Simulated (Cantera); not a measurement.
Standard-state values (1 bar) from the NASA 1993 polynomials, evaluated with Cantera. Values are per mole of reaction as written; species without (g) are pure solids or liquids, kept so even where they would boil at 1 bar.

Problem. Between 448 and 673 K, where is each reaction favourable under standard conditions?
- 10 H2(g) + P4O10 ⇌ 10 H2O(g) + 2 P2(g)

Solution. 
- 10 H2(g) + P4O10 ⇌ 10 H2O(g) + 2 P2(g): ΔG° is 530 kJ at 448 K and 372 kJ at 673 K; it stays positive (K < 1). ΔH° is 818 kJ and ΔS° 662 J/K at 673 K.
